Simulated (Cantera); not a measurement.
Cantera run, input and output.

```python
import numpy as np
import cantera as ct

gas = ct.Solution("gri30.yaml")
gas.TPX = 1823, 69000, {'CO': 1, 'H2': 0.7, 'O2': 2.83, 'N2': 26.6}
reactor = ct.IdealGasConstPressureReactor(gas, energy="on", clone=False)
net = ct.ReactorNet([reactor])
net.rtol, net.atol = 1e-08, 1e-16
show = ['CO', 'H2', 'O2', 'H2O', 'N2O']
times = np.geomspace(2e-06, 6, 11)

steps = ct.SolutionArray(gas, extra=["t"])
rows = []
print(f"{'t/s':>10s}{'T/K':>9s}{'P/Pa':>11s}" + "".join(f"{s:>11s}" for s in show))
for t in times:
    while net.time < t:
        t_next = net.step()
        steps.append(gas.state, t=t_next)
    rows.append([np.interp(t, steps.t, y) for y in (steps.T, steps.P, *steps(*show).X.T)])
    print(f"{t:10.3e}{rows[-1][0]:9.1f}{rows[-1][1]:11.4g}" + "".join(f"{x:11.3e}" for x in rows[-1][2:]))
rate = np.gradient(steps.T, steps.t)
print("integrator steps:", len(steps.t))
if steps.T.max() > steps.T[0] + 200:
    print(f"time of steepest temperature rise: {steps.t[rate.argmax()]:.4e} s")
gas.TPX = 1823, 69000, {'CO': 1, 'H2': 0.7, 'O2': 2.83, 'N2': 26.6}
gas.equilibrate("HP")
print(f"equilibrium (HP): T = {gas.T:.1f} K  " + "  ".join(f"{s} {gas[s].X[0]:.3e}" for s in show))
```

Result:

```
       t/s      T/K       P/Pa         CO         H2         O2        H2O        N2O
 2.000e-06   1823.0    6.9e+04  3.212e-02  2.249e-02  9.091e-02  1.250e-07  7.712e-12
 8.887e-06   1823.0    6.9e+04  3.212e-02  2.246e-02  9.089e-02  1.301e-05  8.141e-11
 3.949e-05   1831.0    6.9e+04  2.764e-02  1.687e-03  7.195e-02  1.560e-02  1.294e-07
 1.755e-04   1910.7    6.9e+04  1.244e-02  1.693e-03  6.316e-02  1.473e-02  2.542e-07
 7.796e-04   2059.9    6.9e+04  7.312e-03  1.032e-03  6.393e-02  1.814e-02  3.361e-07
 3.464e-03   2174.7    6.9e+04  2.355e-03  3.007e-04  6.462e-02  2.110e-02  4.373e-07
 1.539e-02   2201.4    6.9e+04  9.394e-04  1.218e-04  6.465e-02  2.196e-02  3.334e-07
 6.839e-02   2199.4    6.9e+04  9.197e-04  1.195e-04  6.417e-02  2.197e-02  3.313e-07
 3.039e-01   2193.1    6.9e+04  8.909e-04  1.163e-04  6.272e-02  2.201e-02  3.342e-07
 1.350e+00   2187.8    6.9e+04  8.676e-04  1.137e-04  6.151e-02  2.204e-02  3.414e-07
 6.000e+00   2187.6    6.9e+04  8.669e-04  1.137e-04  6.147e-02  2.204e-02  3.417e-07
integrator steps: 1368
time of steepest temperature rise: 3.4651e-05 s
equilibrium (HP): T = 2187.6 K  CO 8.669e-04  H2 1.137e-04  O2 6.147e-02  H2O 2.204e-02  N2O 3.417e-07
```

Detailed kinetics in Cantera: GRI-Mech 3.0 (53 species, 325 reactions).
